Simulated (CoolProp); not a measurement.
CH2F2 (R32) along the isobar 5160 kPa: density (kg/m³) from the reference equation and from simpler models built on Tc = 78.1 °C, pc = 5783 kPa, ω = 0.277; each cubic takes its own stable root.

The numbers come from the reference Helmholtz-energy equation of state, Tillner-Roth 1997 in CoolProp.

```tsv
T (°C)	phase	reference
51.45	liquid	857.6
61.45	liquid	790.1
71.55	liquid	672.4
81.55	gas	165.1
91.55	gas	141.6
101.65	gas	127.2
111.65	gas	117.0
121.75	gas	109.1
131.75	gas	102.7
141.75	gas	97.38
151.85	gas	92.76
161.85	gas	88.77
```

**Question.** How far does each simpler model (van der Waals, Redlich-Kwong) lie from the reference over these 12 states: mean and median of the absolute difference, and the worst?

**Answer.** 
- van der Waals: mean 16.4 %, median 3.1 %, worst -74.6 % at 71.55 °C and 5160 kPa
- Redlich-Kwong: mean 12.3 %, median 1.8 %, worst -71.2 % at 71.55 °C and 5160 kPa

At some of these states van der Waals, Redlich-Kwong gives the other phase, because its saturation line lies elsewhere.
